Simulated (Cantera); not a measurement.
Cantera run:

```python
import numpy as np
import cantera as ct

gas_names = """
    CL CLO CL2 H HCL HOCL HO2 H2 H2O H2O2 O OH O2 O3 Si SiCL SiCL2 SiCL3 SiCL4 SiH SiHCL3 SiH2 SiH2CL2
    SiH3 SiH3CL SiH4 SiO SiO2 Si2 Si3
""".split()
cond_names = """
    H2O(s) H2O(L) Si(cr) Si(L) SiO2(Lqz) SiO2(hqz) SiO2(L)
""".split()


# ... load() reads the species with a 1 bar reference pressure and builds the phases ...
atoms = {
    'SiH2Cl2': {'Si': 1, 'H': 2, 'CL': 2},
    'H2O': {'H': 2, 'O': 1},
    'H2': {'H': 2},
}
top_T = {}  # K; cautious upper limits of use, not melting points


# ... equilibrate(T, P, feed) seeds the gas with the atoms and calls Mixture.equilibrate('TP', solver="vcs", rtol=1e-11, max_steps=5000) ...
results = []
feed = {'SiH2Cl2': 1, 'H2O': 14, 'H2': 63}  # mol
P = 1333.22  # Pa
for T in [1700, 1725, 1750, 1775, 1800, 1825, 1850, 1875, 1900, 1925, 1950, 1975, 2000]:
    mix = equilibrate(T, P, feed)
    results.append((T, P, feed, dict(zip(mix.species_names, mix.species_moles))))

top = {s: max(r[3][s] / sum(r[3][g] for g in gas_names) for r in results) for s in gas_names}
cols = sorted((s for s in top if top[s] > 1e-05), key=lambda s: -top[s])[:5]
seen = [c for c in cond_names if any(r[3].get(c, 0) > 1e-12 for r in results)]
print("log10 of partial pressures in bar; condensed amounts in mol")
print(f"{'T/K':>10s}" + "".join(f"{s[:9]:>10s}" for s in cols + seen))
for T, P, feed, n in results:
    ng = sum(n[g] for g in gas_names)
    print(f"{T:10.4g}" + "".join(f"{np.log10(max(n[s] / ng * P / 1e5, 1e-99)):10.3f}" for s in cols)
          + "".join(f"{n.get(c, 0):10.4g}" for c in seen))
```

It prints:

```
log10 of partial pressures in bar; condensed amounts in mol
       T/K        H2       H2O       HCL         H       SiO   SiO2(L)
      1700    -1.960    -2.694    -3.472    -4.812    -5.826    0.9911
      1725    -1.961    -2.693    -3.473    -4.711    -5.591    0.9848
      1750    -1.961    -2.693    -3.473    -4.614    -5.363    0.9743
      1775    -1.961    -2.693    -3.473    -4.519    -5.142    0.9572
      1800    -1.962    -2.692    -3.474    -4.427    -4.929      0.93
      1825    -1.963    -2.691    -3.474    -4.338    -4.722    0.8872
      1850    -1.964    -2.689    -3.475    -4.251    -4.522     0.821
      1875    -1.966    -2.686    -3.476    -4.166    -4.329    0.7206
      1900    -1.968    -2.682    -3.478    -4.084    -4.144     0.571
      1925    -1.971    -2.676    -3.480    -4.005    -3.967    0.3527
      1950    -1.976    -2.668    -3.483    -3.929    -3.799   0.04169
      1975    -1.977    -2.667    -3.484    -3.852    -3.781         0
      2000    -1.978    -2.668    -3.485    -3.778    -3.781         0
```

These are equilibrium values from Cantera (NASA tables, ideal gas, pure condensed phases), not measurements of a reactor. The tables hold silica as quartz up to 1696 K and as liquid above; real silica turns to tridymite and cristobalite and melts near 1996 K.
